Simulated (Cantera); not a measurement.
An isothermal, constant-pressure homogeneous reactor starts with NO : N₂ = 1 : 0.43 (molar parts), at 2098 K and 0.0263 atm. Integrator tolerance rtol = 1e-08.

Model: GRI-Mech 3.0 (53 species, 325 reactions), integrated in Cantera. Radical loss at walls, strong at low pressure, is not modelled.

What does this change do: temperature 2098 to 1498 K?


| quantity | before | after |
|---|---|---|
| x(NO) at 10.0 s | 0.0243 (gas-phase equilibrium 0.0114) | 0.697 (gas-phase equilibrium 0.00143) |
| x(NO₂) at 10.0 s | 7.37e-6 (gas-phase equilibrium 3.50e-6) | 6.97e-5 (gas-phase equilibrium 1.61e-6) |
| x(O) at 10.0 s | 0.00489 (gas-phase equilibrium 0.00493) | 2.27e-6 (gas-phase equilibrium 1.44e-5) |
| x(N₂) at 10.0 s | 0.637 (gas-phase equilibrium 0.643) | 0.302 (gas-phase equilibrium 0.650) |
| x(O₂) at 10.0 s | 0.334 (gas-phase equilibrium 0.341) | 0.00107 (gas-phase equilibrium 0.349) |

What does this change do: pressure from 0.0263 atm to 0.868 atm?


| quantity | before | after |
|---|---|---|
| x(NO) at 10.0 s | 0.0243 (gas-phase equilibrium 0.0114) | 0.0115 (gas-phase equilibrium 0.0115) |
| x(NO₂) at 10.0 s | 7.37e-6 (gas-phase equilibrium 3.50e-6) | 2.03e-5 (gas-phase equilibrium 2.03e-5) |
| x(O) at 10.0 s | 0.00489 (gas-phase equilibrium 0.00493) | 0.000861 (gas-phase equilibrium 0.000861) |
| x(N₂) at 10.0 s | 0.637 (gas-phase equilibrium 0.643) | 0.644 (gas-phase equilibrium 0.644) |
| x(O₂) at 10.0 s | 0.334 (gas-phase equilibrium 0.341) | 0.343 (gas-phase equilibrium 0.343) |
